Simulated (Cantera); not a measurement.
Feed: 1 mol SiH2Cl2, 0.014 mol C2H2, 54 mol H2, at 1573 K and 0.960 bar.

Method: chemical equilibrium by Gibbs-energy minimisation in Cantera with the NASA 1993 tables (ideal gas, pure condensed phases). Candidate condensed phases: C, C6H6, C7H8, C8H18, Si, SiC; 109 gas species. Mutual solubility and eutectic melting of coexisting phases are not modelled. The tables' values for SiCl3 are old estimates; treat these amounts as uncertain. Equilibrium is a limit: real reactors are often held back by kinetics, nucleation or transport.

Problem. What is the equilibrium state?

Solution. 
```json
{
  "x(H2)": "0.968",
  "x(HCl)": "0.0290",
  "x(SiCl2)": "0.00295",
  "x(SiCl3)": "0.000136",
  "x(SiHCl3)": "7.26e-5",
  "x(SiH2Cl2)": "5.29e-5",
  "x(H)": "4.08e-5",
  "x(SiCl4)": "1.64e-5",
  "x(CH4)": "1.58e-5",
  "n(Si(s))": "0.791 mol",
  "n(SiC(s))": "0.0271 mol",
  "gas_amount": "56.00 mol",
  "log10 activity of C(graphite) (absent)": "-2.02"
}
```
